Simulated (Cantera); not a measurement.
Charge: 1 mol C, 0.25 mol H₂O, 12 mol H₂, at 2923.15 K and 1330 Pa.

Cantera equilibrium calculation (NASA polynomials, part measured and part estimated; ideal gas, pure solids and liquids). Candidate condensed phases: C, C₆H₆, C₇H₈, C₈H₁₈, H₂O; 110 gas species. Rates play no part.

Base state: H 0.627, H₂ 0.341, CO 0.0136, C₂H₂ (acetylene) 0.00957, C₃ 0.00431, C₂H 0.00270, C 0.00135, C₂ 0.000572 (mole fractions); condensed: gas only.

**Question.** What changes in the equilibrium state with this change: temperature from 2923.15 K to 2075 K?

**Answer.** 
```json
[
 {"species": "H₂", "before": "0.341", "after": "0.956"},
 {"species": "H", "before": "0.627", "after": "0.0226"},
 {"species": "CO", "before": "0.0136", "after": "0.0198"},
 {"species": "C₂H₂ (acetylene)", "before": "0.00957", "after": "0.00119"},
 {"species": "C₂", "before": "0.000572", "after": "1.05e-9"},
 {"species": "C₃", "before": "0.00431", "after": "1.23e-8"},
 {"species": "C(graphite), mol", "before": "0", "after": "0.720"}
]
```

**Question.** What changes in the equilibrium state with this change: temperature from 2923.15 K to 1323 K?

**Answer.** 
| species | before | after |
|---|---|---|
| H₂ | 0.341 | 0.980 |
| CO | 0.0136 | 0.0200 |
| CH₄ | 9.89e-8 | 8.70e-5 |
| H | 0.627 | 1.36e-5 |
| C₂H₂ (acetylene) | 0.00957 | 8.09e-7 |
| C₃ | 0.00431 | <1e-9 |
| C₂H | 0.00270 | <1e-9 |
| C | 0.00135 | <1e-9 |
| C₂ | 0.000572 | <1e-9 |
| C₄H₂ | 0.000112 | <1e-9 |
| C(graphite), mol | 0 | 0.749 |
